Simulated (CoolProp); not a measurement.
2000 sccm (0 °C, 1 atm) of nitrogen bubbles through liquid dodecamethylpentasiloxane (MD3M) at 367.9 K and leaves saturated at a total pressure of 0.00555 MPa (ideal gas phase). Each further row changes one setting.

Model: reference Helmholtz-energy equation of state, Thol 2019, in CoolProp.

| case | vapour pressure (kPa) | mole fraction of vapour | delivery (mg/min) | delivery (sccm) | change of delivery for a bath 1 K warmer (%) |
|---|---|---|---|---|---|
| as stated | 0.887 | [?] | [?] | [?] | [?] |
| bath temperature 372.9 K | 1.15 | 0.207 | 8990 | 523 | 6.7 |
| total pressure 0.0111 MPa | 0.887 | 0.0799 | 2980 | 174 | 5.9 |

Q: Complete the blanks.

A: 
- as stated, mole fraction of vapour: 0.160
- as stated, delivery (mg/min): 6530
- as stated, delivery (sccm): 380
- as stated, change of delivery for a bath 1 K warmer (%): 6.5
